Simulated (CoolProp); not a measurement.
Properties of sulfur dioxide along the isobar 2.83 bar (Tc = 157.5 °C, pc = 78.87 bar, ω = 0.256).

Computed with CoolProp (reference Helmholtz-energy equation of state, Gao 2016).

```json
[
 {"T (°C)": "63.35", "phase": "gas", "Z": "0.9695", "cp (kJ/(kg K))": "(withheld)", "cv (kJ/(kg K))": "0.5365", "fugacity coefficient": "(withheld)"},
 {"T (°C)": "77.85", "phase": "gas", "Z": "0.9739", "cp (kJ/(kg K))": "0.6884", "cv (kJ/(kg K))": "0.5400", "fugacity coefficient": "0.9745"},
 {"T (°C)": "92.35", "phase": "gas", "Z": "0.9775", "cp (kJ/(kg K))": "0.6898", "cv (kJ/(kg K))": "(withheld)", "fugacity coefficient": "0.9780"},
 {"T (°C)": "106.85", "phase": "gas", "Z": "0.9804", "cp (kJ/(kg K))": "0.6926", "cv (kJ/(kg K))": "(withheld)", "fugacity coefficient": "0.9808"},
 {"T (°C)": "121.35", "phase": "gas", "Z": "0.9829", "cp (kJ/(kg K))": "0.6962", "cv (kJ/(kg K))": "0.5549", "fugacity coefficient": "0.9831"},
 {"T (°C)": "135.85", "phase": "gas", "Z": "0.9849", "cp (kJ/(kg K))": "0.7006", "cv (kJ/(kg K))": "0.5608", "fugacity coefficient": "0.9851"},
 {"T (°C)": "150.35", "phase": "gas", "Z": "0.9867", "cp (kJ/(kg K))": "0.7055", "cv (kJ/(kg K))": "0.5668", "fugacity coefficient": "0.9868"},
 {"T (°C)": "164.85", "phase": "gas", "Z": "0.9882", "cp (kJ/(kg K))": "0.7107", "cv (kJ/(kg K))": "0.5730", "fugacity coefficient": "0.9883"},
 {"T (°C)": "179.35", "phase": "gas", "Z": "0.9895", "cp (kJ/(kg K))": "0.7161", "cv (kJ/(kg K))": "0.5792", "fugacity coefficient": "0.9896"},
 {"T (°C)": "193.85", "phase": "gas", "Z": "0.9906", "cp (kJ/(kg K))": "0.7216", "cv (kJ/(kg K))": "0.5854", "fugacity coefficient": "0.9907"},
 {"T (°C)": "208.35", "phase": "gas", "Z": "0.9916", "cp (kJ/(kg K))": "0.7272", "cv (kJ/(kg K))": "(withheld)", "fugacity coefficient": "0.9916"},
 {"T (°C)": "222.85", "phase": "gas", "Z": "0.9924", "cp (kJ/(kg K))": "(withheld)", "cv (kJ/(kg K))": "(withheld)", "fugacity coefficient": "0.9925"},
 {"T (°C)": "237.35", "phase": "gas", "Z": "0.9932", "cp (kJ/(kg K))": "0.7382", "cv (kJ/(kg K))": "(withheld)", "fugacity coefficient": "0.9932"},
 {"T (°C)": "251.85", "phase": "gas", "Z": "0.9939", "cp (kJ/(kg K))": "0.7436", "cv (kJ/(kg K))": "0.6093", "fugacity coefficient": "0.9939"}
]
```

**Question.** Some entries are withheld; supply them.

**Answer.** 
- 63.35, cp (kJ/(kg K)): 0.6888
- 63.35, fugacity coefficient: 0.9704
- 92.35, cv (kJ/(kg K)): 0.5444
- 106.85, cv (kJ/(kg K)): 0.5494
- 208.35, cv (kJ/(kg K)): 0.5916
- 222.85, cp (kJ/(kg K)): 0.7327
- 222.85, cv (kJ/(kg K)): 0.5976
- 237.35, cv (kJ/(kg K)): 0.6035
